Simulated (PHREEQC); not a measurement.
## Metal-bearing waste water

Make-up at 25 °C: 0.0038 mol ZnSO4, 0.38 mol NiCl2, 0.0031 mol NaHCO3 and 0.00029 mol NaCl per kg of water. Closed to the air; pH follows from the charge balance.

All values are PHREEQC results (ion-association model, wateq4f.dat), not measurements.

```yaml
pH: 5.47
ionic_strength: 0.780 mol/kgw
activity_of_water: 0.984
total_alkalinity: 3.10 meq/kg
```

| species | molality | activity | log γ |
|---|---|---|---|
| Cl- | 0.546 | 0.335 | -0.212 |
| Ni+2 | 0.227 | 0.0753 | -0.479 |
| NiCl+ | 0.0836 | 0.0634 | -0.120 |
| NiCl2 | 0.0645 | 0.0772 | 0.078 |
| Na+ | 0.00339 | 0.00240 | -0.150 |
| Zn+2 | 0.00260 | 0.000573 | -0.657 |

Precipitation was switched off in this run. The ionic strength is past about 0.7 mol/kgw, beyond the range of this activity model, so the values are rough.
